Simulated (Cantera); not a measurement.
A perfectly stirred reactor is fed with CH4 : O2 : N2 = 1 : 2.17 : 8.17 (molar parts), equivalence ratio 0.92, at 10.0 bar; it is adiabatic with a 375 K inlet, and is followed from long to short residence time, starting on the burning branch (τ in s: 0.08, 0.033, 0.013, 0.0055, 0.0023, 0.00093, 0.00038, 0.00016, 6.4e-05, 2.6e-05, 1.1e-05, 4.4e-06).

Detailed kinetics in Cantera: GRI-Mech 3.0 (53 species, 325 reactions).

### Question
Predict: blow-out, bracketed by the residence times tried; x(CH4) at τ = 80.0 ms; x(O2) at τ = 80.0 ms; x(HO2) at τ = 80.0 ms; x(NO) at τ = 80.0 ms; x(CH4) at τ = 0.380 ms; x(O2) at τ = 0.380 ms; x(HO2) at τ = 0.380 ms; x(NO) at τ = 0.380 ms; x(C2H4) at τ = 0.380 ms.

### Answer
```
Item                                                                          Result
------------------------------------------------  ----------------------------------
blow-out, bracketed by the residence times tried  burning at 64.0 µs, out at 26.0 µs
x(CH4) at τ = 80.0 ms                                                        9.98e-7
x(O2) at τ = 80.0 ms                                                          0.0147
x(HO2) at τ = 80.0 ms                                                        2.14e-6
x(NO) at τ = 80.0 ms                                                         0.00179
x(CH4) at τ = 0.380 ms                                                       9.93e-5
x(O2) at τ = 0.380 ms                                                         0.0192
x(HO2) at τ = 0.380 ms                                                       8.44e-6
x(NO) at τ = 0.380 ms                                                       0.000162
x(C2H4) at τ = 0.380 ms                                                      1.70e-7
```
